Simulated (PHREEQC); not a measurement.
A solution holds 1.9 mmol/kgw PbCl2, at 49 °C. Closed to the air; pH follows from the charge balance.

Equilibrium calculation in PHREEQC: ion-association model, phreeqc.dat.

Each row changes one thing in this solution. No solid was allowed to form.

| case | pH | ionic strength (mol/kgw) | Cl- (mol/kgw) |
|---|---|---|---|
| as made | 5.31 | 0.00513 | 0.00351 |
| temperature from 49 to 50 °C | 5.31 | 0.00512 | 0.00351 |
| PbCl2 from 0.0019 to 0.00095 mol/kgw | 5.43 | 0.00268 | 0.00181 |
| diluted 100-fold with water | 6.20 | 5.64e-5 | 3.80e-5 |
| PbCl2 from 0.0019 to 0.00171 mol/kgw | 5.33 | 0.00465 | 0.00318 |
| 2.2e-05 mol/kgw K2CO3 added | 6.00 | 0.00511 | 0.00352 |
| PbCl2 replaced by ZnCl2 at the same molality | 5.54 | 0.00562 | 0.00376 |

Some of these states are supersaturated (in Pb(OH)2, Cerussite, for instance). Constants without temperature data keep their 25 °C values here.
